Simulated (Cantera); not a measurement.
Source: NASA polynomial tables (part measured, part estimated), evaluated in Cantera. Values are per mole of reaction as written; species without (g) are pure solids or liquids, kept so even where they would boil at 1 bar.

Problem. Between 300 and 2750 K, where is each reaction favourable under standard conditions?
- Nb + 2 H2O2(g) = NbO2(g) + 2 H2O(g)

Solution. 
- Nb + 2 H2O2(g) = NbO2(g) + 2 H2O(g): ΔG° is -455 kJ at 300 K and -776 kJ at 2750 K; it stays negative (K > 1). ΔH° is -452 kJ and ΔS° 118 J/K at 2750 K.
